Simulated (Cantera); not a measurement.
Input: 1 mol SiO₂, 330 mol H₂, 0.55 mol N₂, at 21.8 Torr.

Equilibrium computed with Cantera from the NASA thermochemical tables; the gas is ideal and each condensed phase is pure. Candidate condensed phases: H₂O, Si, SiO₂, Si₂N₂O, Si₃N₄; 35 gas species. The tables hold silica as quartz up to 1696 K and as liquid above; real silica turns to tridymite and cristobalite and melts near 1996 K. Kinetics and transport are ignored.

Which condensed phases are stable at each of these points (T (°C)): 1225, 1275, 1325, 1375, 1425, 1475, 1525, 1575, 1625, 1675, 1725, 1775, 1825, 1875?


```json
[
 {"T (°C)": "1225", "condensed phases": "SiO₂(β-quartz)", "Si condensed (%)": "92.2"},
 {"T (°C)": "1275", "condensed phases": "SiO₂(β-quartz)", "Si condensed (%)": "84.3"},
 {"T (°C)": "1325", "condensed phases": "SiO₂(β-quartz)", "Si condensed (%)": "69.7"},
 {"T (°C)": "1375", "condensed phases": "SiO₂(β-quartz)", "Si condensed (%)": "44.0"},
 {"T (°C)": "1425", "condensed phases": "SiO₂(condensed)", "Si condensed (%)": "0.3"},
 {"T (°C)": "1475", "condensed phases": "gas only", "Si condensed (%)": "0.0"},
 {"T (°C)": "1525", "condensed phases": "gas only", "Si condensed (%)": "0.0"},
 {"T (°C)": "1575", "condensed phases": "gas only", "Si condensed (%)": "0.0"},
 {"T (°C)": "1625", "condensed phases": "gas only", "Si condensed (%)": "0.0"},
 {"T (°C)": "1675", "condensed phases": "gas only", "Si condensed (%)": "0.0"},
 {"T (°C)": "1725", "condensed phases": "gas only", "Si condensed (%)": "0.0"},
 {"T (°C)": "1775", "condensed phases": "gas only", "Si condensed (%)": "0.0"},
 {"T (°C)": "1825", "condensed phases": "gas only", "Si condensed (%)": "0.0"},
 {"T (°C)": "1875", "condensed phases": "gas only", "Si condensed (%)": "0.0"}
]
```

From 1225 °C to 1375 °C the condensed part is SiO₂(β-quartz). At 1425 °C the condensed part is SiO₂(condensed). From 1475 °C to 1875 °C nothing is condensed.
